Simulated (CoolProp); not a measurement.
A single-stage vapour-compression cycle with R1336mzz(E): evaporating at 259.15 K (dew point), condensing at 290.15 K (bubble point), superheat 2 K, subcooling 2 K, compressor efficiency 0.75, no pressure losses. Each further row changes one setting.

The numbers come from the reference Helmholtz-energy equation of state, Akasaka 2023 in CoolProp.

```tsv
case	cooling COP	pressure ratio	discharge temperature (K)	refrigerating effect (kJ/kg)	volumetric capacity (kJ/m³)
as stated	5.52	3.81	293.8	131	384
evaporating temperature 264.15 K	6.87	2.99	293.2	134	496
condensing temperature 285.15 K	6.76	3.14	288.9	137	402
subcooling 7 K	5.78	3.81	293.8	137	402
superheat 12 K	5.60	3.81	304.3	138	391
compressor efficiency 0.65	4.78	3.81	298.1	131	384
```
